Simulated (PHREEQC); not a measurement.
Model water analysis in mmol/kgw, 20 °C, pH 3.1, pe 10.4: Na 6.62; K 0.0344; Ca 3.58; Mg 1.54; Cl 4.38; S(6) 7.26; B 0.00368; Zn 0.247; Mn(2) 0.0452; F 0.3.

Valence states are taken as typed.

All values are PHREEQC results (ion-association model, phreeqc.dat), not measurements.

Each row changes one thing in this solution. This is a speciation only: nothing precipitates in the calculation.

```json
[
 {"case": "as made", "ionic strength (mol/kgw)": "0.0256", "SO4-2 (mol/kgw)": "0.00560", "Mg+2 (mol/kgw)": "0.00113", "CaSO4 (mol/kgw)": "0.000814", "MgSO4 (mol/kgw)": "0.000406", "HSO4- (mol/kgw)": "0.000250", "SI of Fluorite (CaF2)": "+0.08", "SI of Gypsum (CaSO4:2H2O)": "-0.74"},
 {"case": "temperature from 20 to 85 °C at the same typed pH", "ionic strength (mol/kgw)": "0.0226", "SO4-2 (mol/kgw)": "0.00440", "Mg+2 (mol/kgw)": "0.000746", "CaSO4 (mol/kgw)": "0.000860", "MgSO4 (mol/kgw)": "0.000790", "HSO4- (mol/kgw)": "0.001000", "SI of Fluorite (CaF2)": "-1.12", "SI of Gypsum (CaSO4:2H2O)": "-0.71"},
 {"case": "Mg from 1.54 to 3.08 mmol/kgw", "ionic strength (mol/kgw)": "0.0275", "SO4-2 (mol/kgw)": "0.00533", "Mg+2 (mol/kgw)": "0.00231", "CaSO4 (mol/kgw)": "0.000762", "MgSO4 (mol/kgw)": "0.000762", "HSO4- (mol/kgw)": "0.000235", "SI of Fluorite (CaF2)": "+0.06", "SI of Gypsum (CaSO4:2H2O)": "-0.77"},
 {"case": "Na from 6.62 to 3.31 mmol/kgw", "ionic strength (mol/kgw)": "0.0239", "SO4-2 (mol/kgw)": "0.00561", "Mg+2 (mol/kgw)": "0.00112", "CaSO4 (mol/kgw)": "0.000836", "MgSO4 (mol/kgw)": "0.000415", "HSO4- (mol/kgw)": "0.000254", "SI of Fluorite (CaF2)": "+0.08", "SI of Gypsum (CaSO4:2H2O)": "-0.73"}
]
```

Some of these states are supersaturated (in Fluorite, for instance). At this temperature some constants are extrapolated from 25 °C, and those without enthalpy data are left unchanged. Real BF4- forms and hydrolyses slowly; the run takes it at equilibrium.
